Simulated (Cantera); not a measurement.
Feed: 1 mol SiCl₄, 25 mol H₂O, equilibrated at 1623 K and 0.133 bar.

Cantera equilibrium calculation (NASA polynomials, part measured and part estimated; ideal gas, pure solids and liquids). Candidate condensed phases: H₂O, Si, SiO₂; 30 gas species. The tables hold silica as quartz up to 1696 K and as liquid above; real silica turns to tridymite and cristobalite and melts near 1996 K. Gases not in the tables: Si(OH)₄. Equilibrium is a limit: real reactors are often held back by kinetics, nucleation or transport.

Base state: H₂O 0.850, HCl 0.147, H₂ 0.00110, Cl 0.000662, O₂ 0.000334, OH 0.000203 (mole fractions); condensed: SiO₂(β-quartz).

Problem. What changes in the equilibrium state with this change: H₂O from 25 to 0.21 mol?

Solution. 
```
species                before     after
-------------------  --------  --------
SiCl₄                   <1e-9     0.663
HCl                     0.147     0.316
SiCl₃                   <1e-9    0.0102
H₂O                     0.850   1.71e-6
SiCl₂                   <1e-9  0.000365
O₂                   0.000334     <1e-9
OH                   0.000203   2.73e-9
Cl₂                   3.69e-6  0.000758
H₂                    0.00110   2.47e-5
SiO₂(β-quartz), mol      1.00     0.105
```
The tables' values for SiCl₃ are old estimates; treat these amounts as uncertain.
